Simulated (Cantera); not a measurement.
Cantera run:

```python
import numpy as np
import cantera as ct

gas_names = """
    N NO NO2 NO3 N2 N2O O O2 O3 Si SiN SiO SiO2 Si2 Si2N Si3
""".split()
cond_names = """
    Si(cr) Si(L) SiO2(Lqz) SiO2(hqz) SiO2(L) Si2N2O(s) Si3N4(a)
""".split()


# ... load() reads the species with a 1 bar reference pressure and builds the phases ...
atoms = {
    'Si3N4': {'Si': 3, 'N': 4},
    'N2O': {'N': 2, 'O': 1},
    'N2': {'N': 2},
}
top_T = {'Si2N2O(s)': 2100, 'Si3N4(a)': 2400}  # K; cautious upper limits of use, not melting points


# ... equilibrate(T, P, feed) seeds the gas with the atoms and calls Mixture.equilibrate('TP', solver="vcs", rtol=1e-11, max_steps=5000) ...
results = []
feed = {'Si3N4': 1, 'N2O': 0.31, 'N2': 3.9}  # mol
P = 0.54  # Pa
for T in [923, 1023, 1123, 1223, 1323, 1423, 1523, 1623, 1723, 1823, 1923, 2023, 2123]:
    mix = equilibrate(T, P, feed)
    results.append((T, P, feed, dict(zip(mix.species_names, mix.species_moles))))

top = {s: max(r[3][s] / sum(r[3][g] for g in gas_names) for r in results) for s in gas_names}
cols = sorted((s for s in top if top[s] > 1e-06), key=lambda s: -top[s])[:8]
seen = [c for c in cond_names if any(r[3].get(c, 0) > 1e-12 for r in results)]
print("log10 of partial pressures in bar; condensed amounts in mol")
print(f"{'T/K':>10s}" + "".join(f"{s[:9]:>10s}" for s in cols + seen))
for T, P, feed, n in results:
    ng = sum(n[g] for g in gas_names)
    print(f"{T:10.4g}" + "".join(f"{np.log10(max(n[s] / ng * P / 1e5, 1e-99)):10.3f}" for s in cols)
          + "".join(f"{n.get(c, 0):10.4g}" for c in seen))
```

Result:

```
log10 of partial pressures in bar; condensed amounts in mol
       T/K        N2        Si       SiO       Si2      Si2N       SiN       Si3         N    Si(cr)     Si(L) Si2N2O(s)  Si3N4(a)
       923    -5.268   -22.467   -18.457   -33.069   -28.365   -23.259   -39.474   -26.238         0         0      0.31    0.7933
      1023    -5.268   -18.613   -15.207   -27.085   -23.438   -19.844   -31.875   -23.603         0         0      0.31    0.7933
      1123    -5.268   -15.450   -12.544   -22.175   -19.397   -17.043   -25.644   -21.435         0         0      0.31    0.7933
      1223    -5.268   -12.808   -10.325   -18.077   -16.025   -14.704   -20.446   -19.620         0         0      0.31    0.7933
      1323    -5.268   -10.570    -8.446   -14.605   -13.171   -12.723   -16.046   -18.078         0         0    0.3071    0.7943
      1423    -5.286    -8.816    -6.653   -11.961   -11.066   -11.200   -12.776   -16.761     2.643         0   0.04549         0
      1523    -5.290    -7.744    -6.592   -10.567   -10.134   -10.322   -11.289   -15.610     2.668         0         0         0
      1623    -5.302    -6.806    -6.603    -9.348    -9.323    -9.558    -9.990   -14.604     2.492         0         0         0
      1723    -5.377    -6.007    -6.679    -8.332    -8.702    -8.946    -8.936   -13.747         0     1.209         0         0
      1823    -5.438    -5.805    -6.740    -8.444    -9.161    -8.907    -9.523   -12.980         0         0         0         0
      1923    -5.439    -5.803    -6.740    -8.904    -9.906    -9.024   -10.588   -12.266         0         0         0         0
      2023    -5.439    -5.803    -6.740    -9.321   -10.578    -9.130   -11.552   -11.622         0         0         0         0
      2123    -5.439    -5.802    -6.740    -9.699   -11.188    -9.226   -12.426   -11.038         0         0         0         0
```

These are equilibrium values from Cantera (NASA tables, ideal gas, pure condensed phases), not measurements of a reactor. Mutual solubility and eutectic melting of coexisting phases are not modelled. The tables' values for SiN are old estimates; treat these amounts as uncertain.
